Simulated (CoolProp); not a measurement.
Vapour-liquid equilibrium of C3F8 (R218) (1) + c-C4F8 (RC318) (2) at 287.7 K; x and y are mole fractions of (1).

Computed with CoolProp (multi-fluid Helmholtz-energy mixture model, Lemmon 2006 and Platzer 1990; pair parameters Bell 2016). This equation is an older, rougher fit; its heat capacities, sound speeds and derivatives of the liquid may be far off and weren't checked against measurements.

```
x      bubble pressure, mixture model (MPa)  bubble pressure, Raoult's law (MPa)  y, mixture model  y, Raoult's law
-----  ------------------------------------  -----------------------------------  ----------------  ---------------
0.05                                 0.2265                               0.2420             0.074            0.134
0.125                                0.2391                               0.2740             0.196            0.295
0.2                                  0.2564                               0.3061             0.320            0.423
0.275                                0.2785                               0.3381             0.440            0.527
0.35                                    ___                               0.3701               ___            0.613
0.425                                0.3360                               0.4022             0.644            0.685
0.5                                  0.3704                               0.4342             0.724            0.746
0.575                                0.4078                               0.4662               ___            0.799
0.65                                    ___                               0.4983             0.846            0.845
0.725                                   ___                               0.5303               ___            0.886
0.8                                  0.5313                               0.5623             0.928            0.922
0.875                                0.5745                               0.5944               ___            0.954
0.95                                 0.6182                               0.6264             0.985            0.982
```

Question: What belongs in the gaps?

Answer: 
- 0.35, bubble pressure, mixture model (MPa): 0.3051
- 0.35, y, mixture model: 0.549
- 0.575, y, mixture model: 0.791
- 0.65, bubble pressure, mixture model (MPa): 0.4475
- 0.725, bubble pressure, mixture model (MPa): 0.4889
- 0.725, y, mixture model: 0.891
- 0.875, y, mixture model: 0.959

The largest gap from Raoult's law is -17.6 % in bubble pressure, at x = 0.275. No azeotrope shows between x = 0.05 and 0.95.

The pair parameters rest on a limited set of measurements; away from them the model extrapolates.
